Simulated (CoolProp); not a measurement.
Propylene at 293.15 K and 0.622 MPa is throttled through a valve to 0.294 MPa with no heat exchange. Each further row changes one setting.

The numbers come from the reference Helmholtz-energy equation of state, Lemmon 2013 in CoolProp.

```csv
case,temperature change (K),final density (kg/m³)
as stated,-6.6,5.46
outlet pressure 0.0882 MPa,-10.7,1.60
outlet pressure 0.382 MPa,-4.8,7.16
```
